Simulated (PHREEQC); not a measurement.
MgCl2 is added in steps, without added water, to 1 kg of water holding 0.0096 mol NiSO4, 0.00029 mol H3BO3 and 0.36 mol HCl, at 20 °C. O2 is buffered at 0.21 atm. CO2 is held at log p = -2 (atm). Solids allowed: Brucite, Hydromagnesite, Ni(OH)2, NiCO3, Ni4(OH)6SO4, Epsomite, Morenosite. Others were left out.

Base run: PHREEQC, ion-association model, wateq4f.dat. Each further column changes one thing. The table gives pH.

| MgCl2 added (mol) | base | Debye-Hückel limiting law | Davies equation for every ion | all activity coefficients set to 1 |
|---|---|---|---|---|
| 0 | 0.56 | (withheld) | 0.59 | 0.45 |
| 0.09 | 0.57 | (withheld) | 0.58 | 0.45 |
| 0.18 | 0.58 | 0.94 | 0.56 | 0.45 |
| 0.27 | 0.58 | (withheld) | 0.54 | 0.45 |
| 0.36 | 0.58 | 1.06 | 0.51 | 0.45 |
| 0.45 | 0.59 | (withheld) | (withheld) | 0.45 |
| 0.54 | 0.59 | (withheld) | (withheld) | 0.45 |

**Question.** Complete the blanks.

**Answer.** 
- 0, Debye-Hückel limiting law: 0.76
- 0.09, Debye-Hückel limiting law: 0.86
- 0.27, Debye-Hückel limiting law: 1.00
- 0.45, Debye-Hückel limiting law: 1.11
- 0.45, Davies equation for every ion: 0.48
- 0.54, Debye-Hückel limiting law: 1.16
- 0.54, Davies equation for every ion: 0.44

The ionic strength passes 0.7 mol/kgw, the rough limit of the ion-association models, in part of: base; Debye-Hückel limiting law; Davies equation for every ion; all activity coefficients set to 1.
